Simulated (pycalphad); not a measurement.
Source of the numbers: pycalphad with the COST 507 light-alloy database (1999); pressure 1 atm. No gas phase is included, though pure Ti would boil below 3700 K. These are 1990s assessments: newer ones move some temperatures and phases. Kinetics are ignored, which matters at the lower temperatures.

**Ti-85.3B (at.%): equilibrium cooling sequence**

```
T (K)   phases above         phases below
------  ------------  -------------------
3005.0        LIQUID         B2M + LIQUID
2332.5  B2M + LIQUID  B2M + BETA_RHOMBO_B
```

Changes were sought between steps of 100 K, so a narrower field can be missed.

Database names, with the compositions (at.%) that they take in these runs: B2M: B 67 Ti 33. BETA_RHOMBO_B is β-boron.
